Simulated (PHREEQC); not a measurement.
Make-up at 20 °C: 0.13 mol/kgw MnSO4. Closed to the air; pH follows from the charge balance.

Model: ion-association model, phreeqc.dat, run in PHREEQC.

Task: The ionic strength comes out as 0.285 mol/kgw. What activity coefficients do MnOH+, SO4-2, Mn+2 get?

Result: MnOH+ 0.72, SO4-2 0.26, Mn+2 0.30.

This is a speciation only: nothing precipitates in the calculation.
